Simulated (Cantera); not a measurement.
Charge: 1 mol V, 4.4 mol NH3, 32 mol H2, at 1473 K and 3.90 mbar.

Cantera equilibrium calculation (NASA polynomials, part measured and part estimated; ideal gas, pure solids and liquids). Candidate condensed phases: V, VN; 11 gas species. VN: taken at fixed stoichiometry. Condensed phases not in the tables: V2N. Rates play no part.

Problem. What is the equilibrium state?

Solution. 
- x(H2): 0.958
- x(N2): 0.0422
- x(H): 0.000198
- n(VN(s)): 1.00 mol
- gas amount: 40.30 mol
- log10 activity of V(s) (absent): -1.41
